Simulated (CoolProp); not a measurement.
Values from CoolProp's reference Helmholtz-energy equation of state, Tillner-Roth 1997.

Q: For CH2F2 (R32), give the phase and the cp (kJ/(kg K)) at 347.6 K and 0.3 MPa.

A: 
- 347.6 K and 0.3 MPa: gas; cp 0.934
